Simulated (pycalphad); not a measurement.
Source of the numbers: pycalphad with the COST 507 light-alloy database (1999); pressure 1 atm. The database dates from 1999; later assessments differ in places, in temperatures and in the compounds included. The system is extrapolated from its subsystems; higher-order compounds may be missing. Amounts are mole fractions of atoms.

**Question.** Give the equilibrium state of Al-7.56Sn-0.07Si (at.%) at 875 K.

**Answer.** 
```
T = 875.00 K, P = 101325 Pa, N = 1 mol of atoms
G = -36711 J/mol, H = 22462 J/mol, S = 67.63 J/(mol K)  (SER reference)
chemical potentials (J/mol): Al -34420, Sn -64499, Si -58163
phase             fraction      x(Al)      x(Sn)      x(Si)
FCC_A1              0.5200     0.9978     0.0020   0.000185
LIQUID              0.4800     0.8434     0.1553     0.0013
```

**Question.** Give the equilibrium state of Al-7.56Sn-0.07Si (at.%) at 575 K.

**Answer.** 
```
T = 575.00 K, P = 101325 Pa, N = 1 mol of atoms
G = -19945 J/mol, H = 7958 J/mol, S = 48.53 J/(mol K)  (SER reference)
chemical potentials (J/mol): Al -18844, Sn -33464, Si -12999
phase             fraction      x(Al)      x(Sn)      x(Si)
FCC_A1              0.9208     0.9993   0.000145    0.00059
LIQUID              0.0791     0.0456     0.9544   5.88e-06
DIAMOND_A4          0.0002   4.26e-10   2.63e-07     1.0000
```

FCC_A1 is fcc; DIAMOND_A4 is diamond (Si).
